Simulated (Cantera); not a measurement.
**Ignition delay**

Mixture: CH4 : CO : O2 : N2 = 1 : 0.034 : 4.38 : 16.5 (molar parts), at 473 Torr, adiabatic and at constant pressure. Ignition delay is the time to a rise of 400 K.

Cantera simulation using GRI-Mech 3.0 (53 species, 325 reactions); the numbers are that mechanism's predictions, not measurements.

| T0 (K) | delay (ms) |
|---|---|
| 1098 | 220 |
| 1198 | 46.1 |
| 1298 | 11.6 |
| 1398 | 3.57 |
| 1498 | 1.35 |
| 1598 | 0.605 |
| 1698 | 0.308 |
| 1798 | 0.171 |
| 1898 | 0.102 |

```yaml
apparent activation energy between 1698 and 1898 K: 150 kJ/mol
```
